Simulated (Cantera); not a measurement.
# N2O furnace oxynitridation

An isothermal, constant-pressure homogeneous reactor starts with 20.4 % N2O, 79.6 % N2, at 1600 K and 100.0 Torr.

Computed with Cantera and GRI-Mech 3.0 (53 species, 325 reactions). GRI-Mech 3.0 was tuned for natural gas; its chemistry of N2O as a main component is partial and can be far from experiment. The temperature is held fixed by assumption; the heat of reaction is taken as removed at once.

```json
[
 {"t (s)": "0.000100", "x N2O": "0.204", "x N2": "0.796", "x O2": "7.54e-5", "x NO2": "8.14e-10", "x NO": "6.45e-5"},
 {"t (s)": "0.000282", "x N2O": "0.203", "x N2": "0.796", "x O2": "0.000348", "x NO2": "1.67e-8", "x NO": "0.000297"},
 {"t (s)": "0.000795", "x N2O": "0.200", "x N2": "0.797", "x O2": "0.00119", "x NO2": "1.73e-7", "x NO": "0.00101"},
 {"t (s)": "0.00224", "x N2O": "0.193", "x N2": "0.800", "x O2": "0.00349", "x NO2": "1.13e-6", "x NO": "0.00298"},
 {"t (s)": "0.00631", "x N2O": "0.174", "x N2": "0.808", "x O2": "0.00951", "x NO2": "4.77e-6", "x NO": "0.00812"},
 {"t (s)": "0.0178", "x N2O": "0.131", "x N2": "0.826", "x O2": "0.0233", "x NO2": "1.38e-5", "x NO": "0.0198"},
 {"t (s)": "0.0502", "x N2O": "0.0602", "x N2": "0.855", "x O2": "0.0458", "x NO2": "2.89e-5", "x NO": "0.0386"},
 {"t (s)": "0.141", "x N2O": "0.00849", "x N2": "0.877", "x O2": "0.0628", "x NO2": "3.98e-5", "x NO": "0.0516"},
 {"t (s)": "0.399", "x N2O": "0.000188", "x N2": "0.881", "x O2": "0.0660", "x NO2": "4.27e-5", "x NO": "0.0529"},
 {"t (s)": "1.12", "x N2O": "9.81e-7", "x N2": "0.881", "x O2": "0.0661", "x NO2": "4.35e-5", "x NO": "0.0528"},
 {"t (s)": "3.17", "x N2O": "9.54e-7", "x N2": "0.881", "x O2": "0.0662", "x NO2": "4.34e-5", "x NO": "0.0528"},
 {"t (s)": "8.93", "x N2O": "9.46e-7", "x N2": "0.881", "x O2": "0.0663", "x NO2": "4.33e-5", "x NO": "0.0525"},
 {"t (s)": "25.2", "x N2O": "9.23e-7", "x N2": "0.881", "x O2": "0.0666", "x NO2": "4.28e-5", "x NO": "0.0519"},
 {"t (s)": "71.0", "x N2O": "8.64e-7", "x N2": "0.882", "x O2": "0.0675", "x NO2": "4.16e-5", "x NO": "0.0501"},
 {"t (s)": "200", "x N2O": "7.20e-7", "x N2": "0.885", "x O2": "0.0697", "x NO2": "3.85e-5", "x NO": "0.0456"}
]
```
x: mole fraction; the columns are a selection and need not sum to one.

Equilibrium at this temperature and pressure: N2O 3.23e-8, N2 0.907, O2 0.0919, NO2 1.34e-6, NO 0.00138 (gas phase only).
